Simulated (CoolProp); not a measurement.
Properties of octamethyltrisiloxane (MDM) along the isotherm 575 K (Tc = 565.4 K, pc = 14.38 bar, ω = 0.528).

The numbers come from the reference Helmholtz-energy equation of state, Thol 2017 in CoolProp.

```
p (bar)  phase  cp (kJ/(kg K))  cv (kJ/(kg K))  speed of sound (m/s)
-------  -----  --------------  --------------  --------------------
0.653      gas           2.097           2.059                 141.4
1.31       gas           2.103               ?                     ?
1.96       gas           2.109               ?                     ?
2.61       gas           2.115           2.066                 135.1
3.27       gas           2.123           2.068                 132.8
3.92       gas           2.131           2.071                     ?
4.57       gas           2.139           2.074                 128.1
5.23       gas           2.149           2.077                 125.5
5.88       gas           2.160           2.080                     ?
6.53       gas           2.173           2.083                 120.1
7.19       gas           2.188           2.086                 117.2
```

Some entries are withheld; supply them.


- 1.31, cv (kJ/(kg K)): 2.061
- 1.31, speed of sound (m/s): 139.4
- 1.96, cv (kJ/(kg K)): 2.063
- 1.96, speed of sound (m/s): 137.3
- 3.92, speed of sound (m/s): 130.5
- 5.88, speed of sound (m/s): 122.9
